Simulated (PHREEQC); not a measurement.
## Ultrapure water in contact with air or piping: an equilibrium model

Model water analysis in mg/kgw, 25 °C, pH 6.29, pe 10.8:

| constituent | mg/kgw |
|---|---|
| Na | 0.0175 |
| K | 0.00205 |
| Ca | 0.00931 |
| Mg | 0.000223 |
| Cl | 0.0365 |
| S(6) as SO4 | 0.00987 |
| Alkalinity as HCO3 | 0.00594 |
| Ni | 0.000442 |
| Cu(2) | 4.25e-05 |
| F | 4.5e-05 |
| O(0) (dissolved oxygen) | 0.000113 |

Valence states are taken as typed.

All values are PHREEQC results (ion-association model, wateq4f.dat), not measurements.

No solid was allowed to form.

### Question
Predict the ionic strength, charge-balance error.

### Answer
ionic strength 2.19e-6 mol/kgw; charge-balance error -0.6 %.

### Question
In which forms is C present?

### Answer
CO2 54 %, HCO3- 46 % of the C.

Species that the database lacks are ignored.
